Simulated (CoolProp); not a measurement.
Vapour-liquid equilibrium of n-heptane (1) + o-xylene (2) at 328 K; x and y are mole fractions of (1).

The numbers come from the multi-fluid Helmholtz-energy mixture model, Span 2003 and Zhou 2012; pair parameters Bell 2016 in CoolProp.

```json
[
 {"x": "0.05", "bubble pressure, mixture model (MPa)": "0.005755", "bubble pressure, Raoult's law (MPa)": "0.005235", "y, mixture model": "…", "y, Raoult's law": "0.219"},
 {"x": "0.2", "bubble pressure, mixture model (MPa)": "0.009418", "bubble pressure, Raoult's law (MPa)": "0.008033", "y, mixture model": "…", "y, Raoult's law": "0.572"},
 {"x": "0.35", "bubble pressure, mixture model (MPa)": "…", "bubble pressure, Raoult's law (MPa)": "0.01083", "y, mixture model": "0.759", "y, Raoult's law": "0.742"},
 {"x": "0.5", "bubble pressure, mixture model (MPa)": "…", "bubble pressure, Raoult's law (MPa)": "0.01363", "y, mixture model": "0.838", "y, Raoult's law": "0.842"},
 {"x": "0.65", "bubble pressure, mixture model (MPa)": "0.01734", "bubble pressure, Raoult's law (MPa)": "0.01643", "y, mixture model": "0.895", "y, Raoult's law": "0.908"},
 {"x": "0.8", "bubble pressure, mixture model (MPa)": "0.01970", "bubble pressure, Raoult's law (MPa)": "0.01922", "y, mixture model": "0.943", "y, Raoult's law": "0.955"},
 {"x": "0.95", "bubble pressure, mixture model (MPa)": "0.02212", "bubble pressure, Raoult's law (MPa)": "0.02202", "y, mixture model": "0.986", "y, Raoult's law": "0.990"}
]
```

Complete the blanks.


- 0.05, y, mixture model: 0.288
- 0.2, y, mixture model: 0.626
- 0.35, bubble pressure, mixture model (MPa): 0.01238
- 0.5, bubble pressure, mixture model (MPa): 0.01495

The largest gap from Raoult's law is +17.2 % in bubble pressure, at x = 0.2. No azeotrope shows between x = 0.05 and 0.95.

Pair parameters are fitted to limited data, so mixtures are less certain than the pure fluids.
